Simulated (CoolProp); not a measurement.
Vapour-liquid equilibrium of propylene (1) + R152A (2) at -49.75 °C; x and y are mole fractions of (1).

The numbers come from the multi-fluid Helmholtz-energy mixture model, Lemmon 2013 and Outcalt 1996; pair parameters Bell 2016 in CoolProp.

Q: Give the bubble pressure and the first vapour's composition at x = 0.05, 0.15, 0.75. Is there an azeotrope?

A: x = 0.05: 0.3876 bar, y = 0.312; x = 0.15: 0.5573 bar, y = 0.561; x = 0.75: 0.8935 bar, y = 0.842. No azeotrope shows between x = 0.05 and 0.95.

The pair parameters rest on a limited set of measurements; away from them the model extrapolates. With so large a gap from Raoult's law the liquid may split in two, which this calculation doesn't test in full.
